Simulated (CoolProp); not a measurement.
CH3F (R41) at several states: Z from the reference equation and from simpler models built on Tc = 44.1 °C, pc = 59.06 bar, ω = 0.200; each cubic takes its own stable root.

Values from CoolProp's reference Helmholtz-energy equation of state, Lemmon 2006. It is a short technical equation, of lower accuracy than the large ones.

```
T (°C)   p (bar)          phase  reference  van der Waals  Peng-Robinson
-------  -------  -------------  ---------  -------------  -------------
-13.35      35.1         liquid    0.07575         0.1416        0.08579
76.35       13.3            gas          ?         0.9449         0.9353
-103.25    0.946         liquid   0.002447         0.9798              ?
89.55       64.3  supercritical     0.6981              ?              ?
97.15       2.93            gas     0.9882         0.9899         0.9884
```

Complete the blanks.


- 76.35, reference: 0.9340
- -103.25, Peng-Robinson: 0.002746
- 89.55, van der Waals: 0.7044
- 89.55, Peng-Robinson: 0.7091

At some of these states van der Waals gives the other phase, because its saturation line lies elsewhere.
